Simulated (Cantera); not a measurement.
Mixture: 8.02 % CH₄, 19.3 % O₂, 72.7 % N₂, equivalence ratio 0.83, at 101000 Pa, adiabatic and at constant pressure. Ignition delay is the time to a rise of 400 K.

Model: GRI-Mech 3.0 (53 species, 325 reactions), integrated in Cantera.

Task: Predict: delay at 1200 K; delay at 1275 K; delay at 1350 K; delay at 1425 K; delay at 1500 K; delay at 1575 K; delay at 1650 K; apparent activation energy between 1500 and 1650 K.

Result: 
```
Quantity                                                Result
--------------------------------------------------  ----------
delay at 1200 K                                        41.1 ms
delay at 1275 K                                        14.6 ms
delay at 1350 K                                        5.65 ms
delay at 1425 K                                        2.37 ms
delay at 1500 K                                        1.08 ms
delay at 1575 K                                       0.544 ms
delay at 1650 K                                       0.297 ms
apparent activation energy between 1500 and 1650 K  180 kJ/mol
```
